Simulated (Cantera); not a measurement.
Source: NASA polynomial tables (part measured, part estimated), evaluated in Cantera. Values are per mole of reaction as written; species without (g) are pure solids or liquids, kept so even where they would boil at 1 bar.

2 H2O(g) + V2O3 → V2O5 + 2 H2(g)

```json
[
 {"T (K)": "1275", "ΔH° (kJ)": "241.1", "ΔS° (J/K)": "20.6", "ΔG° (kJ)": "214.8", "log10 K": "-8.80"},
 {"T (K)": "1375", "ΔH° (kJ)": "242.6", "ΔS° (J/K)": "21.8", "ΔG° (kJ)": "212.7", "log10 K": "-8.08"},
 {"T (K)": "1475", "ΔH° (kJ)": "?", "ΔS° (J/K)": "?", "ΔG° (kJ)": "?", "log10 K": "?"},
 {"T (K)": "1575", "ΔH° (kJ)": "244.4", "ΔS° (J/K)": "23.0", "ΔG° (kJ)": "208.2", "log10 K": "-6.91"},
 {"T (K)": "1675", "ΔH° (kJ)": "?", "ΔS° (J/K)": "?", "ΔG° (kJ)": "?", "log10 K": "?"},
 {"T (K)": "1775", "ΔH° (kJ)": "244.5", "ΔS° (J/K)": "23.0", "ΔG° (kJ)": "203.6", "log10 K": "-5.99"},
 {"T (K)": "1875", "ΔH° (kJ)": "243.8", "ΔS° (J/K)": "22.7", "ΔG° (kJ)": "201.3", "log10 K": "-5.61"},
 {"T (K)": "1975", "ΔH° (kJ)": "242.8", "ΔS° (J/K)": "22.1", "ΔG° (kJ)": "199.1", "log10 K": "-5.27"},
 {"T (K)": "2075", "ΔH° (kJ)": "241.3", "ΔS° (J/K)": "21.4", "ΔG° (kJ)": "196.9", "log10 K": "-4.96"}
]
```

Complete the blanks.


- 1475, ΔH° (kJ): 243.8
- 1475, ΔS° (J/K): 22.5
- 1475, ΔG° (kJ): 210.5
- 1475, log10 K: -7.45
- 1675, ΔH° (kJ): 244.7
- 1675, ΔS° (J/K): 23.1
- 1675, ΔG° (kJ): 205.9
- 1675, log10 K: -6.42
